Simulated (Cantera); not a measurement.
Stirred combustor or abatement burner

A perfectly stirred reactor is fed with 3.76 % CH4, 0.489 % C2H6, 20.1 % O2, 75.6 % N2, at 1400000 Pa; it is adiabatic with a 650 K inlet, and is followed from long to short residence time, starting on the burning branch (τ in s: 0.4, 0.16, 0.064, 0.026, 0.01, 0.0042, 0.0017, 0.00068, 0.00027, 0.00011, 4.4e-05, 1.8e-05).

Model: GRI-Mech 3.0 (53 species, 325 reactions), integrated in Cantera. The pressure lies above the range GRI-Mech 3.0 was tuned for (to about 10 atm).

```
τ (s)    T (K)     x CH4   x C2H6   x O2   x C2H2     x NO      x H2    x HCN
-------  -----  --------  -------  -----  -------  -------  --------  -------
0.40      1692   1.32e-6  3.67e-8  0.108  8.08e-8  9.92e-6   1.97e-6  1.19e-9
0.16      1691   3.03e-6  8.63e-8  0.108  1.80e-7  5.09e-6   2.79e-6  1.33e-9
0.064     1691   6.60e-6  1.94e-7  0.108  3.69e-7  3.12e-6   4.56e-6  1.63e-9
0.026     1690   1.36e-5  4.15e-7  0.108  6.86e-7  2.30e-6   8.15e-6  2.18e-9
0.010     1687   2.85e-5  9.12e-7  0.109  1.23e-6  1.92e-6   1.61e-5  3.21e-9
0.0042    1683   5.66e-5  1.88e-6  0.109  1.98e-6  1.71e-6   3.11e-5  4.64e-9
0.0017    1673  0.000122  4.20e-6  0.109  3.16e-6  1.40e-6   6.66e-5  6.43e-9
0.00068   1644  0.000331  1.19e-5  0.111  5.12e-6  8.20e-7  0.000175  7.25e-9
0.00027    650    0.0376  0.00489  0.201   <1e-12   <1e-12    <1e-12   <1e-12
0.00011    650    0.0376  0.00489  0.201   <1e-12   <1e-12    <1e-12   <1e-12
4.4e-5     650    0.0376  0.00489  0.201   <1e-12   <1e-12    <1e-12   <1e-12
1.8e-5     650    0.0376  0.00489  0.201   <1e-12   <1e-12    <1e-12   <1e-12
```
x: mole fraction; the columns are a selection and need not sum to one.
